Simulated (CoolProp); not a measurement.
Vapour-liquid equilibrium of propane (1) + n-pentane (2) at 335.9 K; x and y are mole fractions of (1).

Model: multi-fluid Helmholtz-energy mixture model, Lemmon 2009 and Thol 2019; pair parameters Kunz 2012, in CoolProp.

```csv
x,"bubble pressure, mixture model (kPa)","bubble pressure, Raoult's law (kPa)","y, mixture model","y, Raoult's law"
0.05,327.8,332.5,0.303,0.337
0.2,607.9,633.5,0.652,0.707
0.35,885.0,934.5,0.785,0.839
0.5,1166,1236,0.859,0.906
0.65,1455,1537,0.909,0.947
0.8,1762,1838,0.949,0.975
0.95,2108,2139,0.986,0.995
```

The largest gap from Raoult's law is -5.7 % in bubble pressure, at x = 0.5. No azeotrope shows between x = 0.05 and 0.95.

The pair parameters rest on a limited set of measurements; away from them the model extrapolates.
